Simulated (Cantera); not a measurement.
What does this Cantera script print?

```python
import numpy as np
import cantera as ct

gas = ct.Solution("gri30.yaml")
gas.TPX = 350, 260000, {'CO': 1, 'H2': 0.38, 'O2': 0.852, 'N2': 8.52, 'H2O': 0.12}
inlet = ct.Reservoir(gas, clone=True)
gas.equilibrate("HP")  # start burning
reactor = ct.IdealGasConstPressureReactor(gas, energy="on", clone=False)
exhaust = ct.Reservoir(gas, clone=True)
tau = [0.023, 0.0087, 0.0033, 0.0013, 0.00049, 0.00019, 7.3e-05, 2.8e-05, 1.1e-05, 4.1e-06][0]
for a, b in ((inlet, reactor), (reactor, exhaust)):
    ct.MassFlowController(a, b, mdot=lambda t: reactor.mass / tau)
net = ct.ReactorNet([reactor])
show = ['CO', 'H2', 'O2', 'H', 'HO2', 'CO2']

rows = []
print(f"{'tau/s':>10s}{'T/K':>9s}" + "".join(f"{s:>11s}" for s in show))
for tau in [0.023, 0.0087, 0.0033, 0.0013, 0.00049, 0.00019, 7.3e-05, 2.8e-05, 1.1e-05, 4.1e-06]:
    net.initial_time = 0.0
    net.advance(30 * tau)
    before = gas.X
    net.advance(40 * tau)
    drift = np.max(np.abs(gas.X - before) / (gas.X + 1e-9))
    rows.append([gas.T, *gas[show].X, drift])
    print(f"{tau:10.3e}{gas.T:9.1f}" + "".join(f"{x:11.3e}" for x in gas[show].X))
```

Output:

```
     tau/s      T/K         CO         H2         O2          H        HO2        CO2
 2.300e-02   1402.0  2.672e-03  2.511e-04  1.723e-02  5.353e-05  8.008e-06  9.538e-02
 8.700e-03   1380.3  5.161e-03  4.548e-04  1.851e-02  1.226e-04  1.211e-05  9.275e-02
 3.300e-03   1333.9  1.063e-02  8.286e-04  2.134e-02  2.429e-04  1.862e-05  8.698e-02
 1.300e-03    350.0  9.198e-02  3.495e-02  7.837e-02  1.572e-32  2.665e-20  1.550e-16
 4.900e-04    350.0  9.198e-02  3.495e-02  7.837e-02  8.123e-33  3.906e-23  2.272e-19
 1.900e-04    350.0  9.198e-02  3.495e-02  7.837e-02  5.157e-33  2.467e-24  1.435e-20
 7.300e-05    350.0  9.198e-02  3.495e-02  7.837e-02  2.652e-33  1.559e-25  9.064e-22
 2.800e-05    350.0  9.198e-02  3.495e-02  7.837e-02  1.173e-33  9.846e-27  5.725e-23
 1.100e-05    350.0  9.198e-02  3.495e-02  7.837e-02  4.829e-34  6.220e-28  3.617e-24
 4.100e-06    350.0  9.198e-02  3.495e-02  7.837e-02  1.826e-34  3.930e-29  2.285e-25
```

Cantera simulation using GRI-Mech 3.0 (53 species, 325 reactions); the numbers are that mechanism's predictions, not measurements. The hydrogen kinetics of GRI-Mech 3.0 are dated; newer H2 mechanisms differ, most at raised pressure.
